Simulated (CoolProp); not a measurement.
n-butane at 298.15 K and 0.616 MPa is throttled through a valve to 0.28 MPa with no heat exchange. Each further row changes one setting.

Values from CoolProp's reference Helmholtz-energy equation of state, Bücker 2006.

| case | temperature change (K) | final phase | final density (kg/m³) |
|---|---|---|---|
| as stated | +0.1 | liquid | 573 |
| outlet pressure 0.084 MPa | … | … | … |
| outlet pressure 0.364 MPa | +0.1 | liquid | 573 |

### Question
Some entries are withheld; supply them.

### Answer

- outlet pressure 0.084 MPa, temperature change (K): -30.3
- outlet pressure 0.084 MPa, final phase: two-phase, vapour fraction 0.185
- outlet pressure 0.084 MPa, final density (kg/m³): 12.1
